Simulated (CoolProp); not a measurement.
Computed with CoolProp (reference Helmholtz-energy equation of state, de Reuck 1990).

**Question.** For fluorine, give the phase and the density (kg/m³), Joule-Thomson coefficient (K/MPa) at 147.8 K and 5.76 MPa.

**Answer.** 
- 147.8 K and 5.76 MPa: supercritical; density 428, Joule-Thomson coefficient 5.32
